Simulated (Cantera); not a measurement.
**Premixed flame**

A freely propagating, adiabatic, planar premixed flame of C₃H₈ : O₂ : N₂ = 1 : 4.17 : 16.7 (molar parts), equivalence ratio 1.2, unburnt at 400 K and 0.434 atm; multicomponent+Soret transport, grid criteria slope 0.08 and curve 0.16, no radiation.

Detailed kinetics in Cantera: GRI-Mech 3.0 (53 species, 325 reactions). GRI-Mech 3.0 was tuned for natural gas; its chemistry of propane as a main component is partial and can be far from experiment. Burning velocities carry a grid error of a few per cent, more on coarse grids.

| z (mm) | T (K) | u (m/s) | x C₃H₈ | x O₂ | x H₂ | x CH₂CO | x NO₂ | x NO |
|---|---|---|---|---|---|---|---|---|
| -1.94 | 400 | 0.805 | 0.0457 | 0.191 | 0.000750 | <1e-8 | <1e-8 | <1e-8 |
| -1.29 | 401 | 0.808 | 0.0456 | 0.190 | 0.00239 | 5.10e-8 | <1e-8 | <1e-8 |
| -0.971 | 406 | 0.820 | 0.0456 | 0.189 | 0.00465 | 5.71e-7 | <1e-8 | 1.62e-8 |
| -0.647 | 454 | 0.925 | 0.0457 | 0.185 | 0.00986 | 1.25e-5 | 5.94e-8 | 1.81e-7 |
| -0.324 | 855 | 1.80 | 0.0349 | 0.147 | 0.0221 | 0.000323 | 8.60e-8 | 2.34e-6 |
| -0.162 | 1275 | 2.78 | 0.0123 | 0.102 | 0.0303 | 0.00105 | 3.16e-8 | 5.56e-6 |
| 0 | 1662 | 3.72 | 0.000455 | 0.0549 | 0.0332 | 0.00107 | <1e-8 | 1.13e-5 |
| 0.162 | 1843 | 4.15 | 7.97e-7 | 0.0268 | 0.0288 | 0.000225 | <1e-8 | 1.98e-5 |
| 0.324 | 1893 | 4.26 | <1e-8 | 0.0151 | 0.0250 | 1.74e-5 | <1e-8 | 2.70e-5 |
| 0.647 | 1924 | 4.30 | <1e-8 | 0.00867 | 0.0239 | 4.97e-8 | <1e-8 | 3.33e-5 |
| 1.29 | 1954 | 4.35 | <1e-8 | 0.00664 | 0.0247 | <1e-8 | <1e-8 | 3.72e-5 |
| 2.59 | 1993 | 4.43 | <1e-8 | 0.00551 | 0.0244 | <1e-8 | <1e-8 | 4.14e-5 |
| 5.18 | 2044 | 4.52 | <1e-8 | 0.00418 | 0.0235 | <1e-8 | <1e-8 | 4.79e-5 |
x: mole fraction of selected species; z is measured from the peak of heat release.

The laminar burning velocity comes out as 80.5 cm/s, the thermal thickness is 0.647 mm and the peak x(H₂) is 0.0334. The peak x(CH₂CO) comes out as 0.00131 and the grid points is 148.
